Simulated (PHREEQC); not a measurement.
Make-up at 25 °C: 59 mmol/kgw ZnSO4, 0.088 mmol/kgw H3BO3 and 14 mmol/kgw K2SO4. Closed to the air; pH follows from the charge balance.

All values are PHREEQC results (ion-association model, phreeqc.dat), not measurements.

This is a speciation only: nothing precipitates in the calculation.

Question: Estimate the pH, density.

Answer: pH 5.64; density 1.008 g/cm³.

Question: In which forms is K present?

Answer: K+ 93 %, KSO4- 6.9 % of the K.

Complexes and solids missing from the database can't appear.
